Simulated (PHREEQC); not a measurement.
Dissolve 1.8 mmol/kgw H2SO4, 60 mmol/kgw K2SO4 and 0.043 mmol/kgw H3BO3 at 20 °C. It is in equilibrium with CO2 at log p = 0 (atm). Otherwise closed; pH follows from the charge balance.

Computed with PHREEQC (ion-association model, phreeqc.dat).

| Property | Value |
|---|---|
| pH | 2.92 |
| ionic strength | 0.160 mol/kgw |
| specific conductance | 11000 µS/cm |
| density | 1.007 g/cm³ |
| total alkalinity | -3.60 meq/kg |

```csv
species,molality,activity,log γ
K+,0.109,0.0799,-0.136
SO4-2,0.0491,0.0157,-0.495
CO2,0.0375,0.0389,0.016
KSO4-,0.0106,0.00806,-0.118
HSO4-,0.00215,0.00163,-0.120
H+,0.00147,0.00119,-0.093
H3BO3,4.30e-5,4.46e-5,0.016
```

No solid was allowed to form. Complexes and solids missing from the database can't appear.
